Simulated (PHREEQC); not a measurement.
## Hard or scaling water

A solution holds 0.00053 mol/kgw Ca(HCO3)2, 3.2e-05 mol/kgw NaHCO3 and 0.0084 mol/kgw KCl, at 35 °C. Closed to the air; pH follows from the charge balance.

All values are PHREEQC results (ion-association model, wateq4f.dat), not measurements.

```
Item                      Result
----------------  --------------
pH                          8.07
ionic strength    0.0100 mol/kgw
total alkalinity     1.09 meq/kg
```

```json
[
 {"species": "Cl-", "molality": "0.00840", "activity": "0.00755", "log γ": "-0.046"},
 {"species": "K+", "molality": "0.00840", "activity": "0.00755", "log γ": "-0.046"},
 {"species": "HCO3-", "molality": "0.00106", "activity": "0.000954", "log γ": "-0.044"},
 {"species": "Ca+2", "molality": "0.000520", "activity": "0.000346", "log γ": "-0.177"},
 {"species": "Na+", "molality": "3.20e-5", "activity": "2.88e-5", "log γ": "-0.045"},
 {"species": "CO2", "molality": "1.66e-5", "activity": "1.67e-5", "log γ": "0.001"},
 {"species": "CO3-2", "molality": "9.38e-6", "activity": "6.25e-6", "log γ": "-0.176"},
 {"species": "CaHCO3+", "molality": "5.27e-6", "activity": "4.77e-6", "log γ": "-0.043"}
]
```

No solid was allowed to form.
